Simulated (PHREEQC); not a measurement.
**Leach liquor**

Consider water at 25 °C and 100 atm with 0.2 mol H2SO4 and 0.00196 mol MnSO4 per kg of water. Closed to the air; pH follows from the charge balance.

Model: Pitzer model, pitzer.dat, run in PHREEQC.

No solid was allowed to form.

Task: Predict the pH, activity of water.

Result: pH 0.72; activity of water 0.993.

Task: In which forms is S present?

Result: HSO4- 75 %, SO4-2 25 % of the S.

Complexes and solids missing from the database can't appear. Under pressure, the constants of complexes without a molar volume in the database are unreliable.
